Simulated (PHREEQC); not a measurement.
Consider water at 20 °C with 0.0017 mol/kgw HCl and 0.00015 mol/kgw FeSO4. Closed to the air; pH follows from the charge balance.

The numbers come from PHREEQC with the ion-association model, wateq4f.dat.

```yaml
pH: 2.79
ionic_strength: 0.00226 mol/kgw
total_alkalinity: -1.70 meq/kg
```

```tsv
species	molality	activity	log γ
Cl-	0.00170	0.00161	-0.023
H+	0.00168	0.00160	-0.021
Fe+2	0.000148	0.000121	-0.088
SO4-2	0.000132	0.000107	-0.089
HSO4-	1.59e-5	1.51e-5	-0.022
FeSO4	2.10e-6	2.10e-6	0.000
FeCl+	2.82e-7	2.68e-7	-0.022
FeHSO4+	2.30e-8	2.18e-8	-0.023
```

No solid was allowed to form. Species that the database lacks are ignored.
